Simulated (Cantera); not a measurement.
**Stirred combustor or abatement burner**

A perfectly stirred reactor is fed with CH₄ : CO : O₂ : N₂ = 1 : 0.17 : 2.94 : 29.1 (molar parts), equivalence ratio 0.71, at 58000 Pa; it is adiabatic with a 823 K inlet, and is followed from long to short residence time, starting on the burning branch (τ in s: 0.033, 0.013, 0.0054, 0.0022, 0.0009, 0.00036, 0.00015, 6e-05, 2.5e-05, 1e-05).

Detailed kinetics in Cantera: GRI-Mech 3.0 (53 species, 325 reactions).

```
τ (s)    T (K)     x CH₄     x CO    x O₂    x N₂O    x HCO  x CH₂CO
-------  -----  --------  -------  ------  -------  -------  -------
0.033     1532   3.39e-5  0.00130  0.0264  2.41e-7  1.06e-7  4.54e-9
0.013     1516   6.18e-5  0.00230  0.0269  1.93e-7  2.73e-7  9.57e-9
0.0054    1493  0.000115  0.00389  0.0279  1.56e-7  6.50e-7  2.09e-8
0.0022    1455  0.000241  0.00669  0.0298  1.24e-7  1.54e-6  5.70e-8
0.00090   1392  0.000710   0.0123  0.0341  8.90e-8  3.68e-6  3.01e-7
0.00036    823    0.0301  0.00512  0.0885   <1e-12   <1e-12   <1e-12
0.00015    823    0.0301  0.00512  0.0885   <1e-12   <1e-12   <1e-12
6.0e-5     823    0.0301  0.00512  0.0885   <1e-12   <1e-12   <1e-12
2.5e-5     823    0.0301  0.00512  0.0885   <1e-12   <1e-12   <1e-12
1.0e-5     823    0.0301  0.00512  0.0885   <1e-12   <1e-12   <1e-12
```
x: mole fraction; the columns are a selection and need not sum to one.
